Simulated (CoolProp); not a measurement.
Values from CoolProp's reference Helmholtz-energy equation of state, Akasaka 2023.

Task: For R1224YDZ, give the phase and the speed of sound (m/s), isothermal compressibility (1/MPa) at 140.45 °C and 0.581 MPa.

Result: 
- 140.45 °C and 0.581 MPa: gas; speed of sound 147, isothermal compressibility 1.86
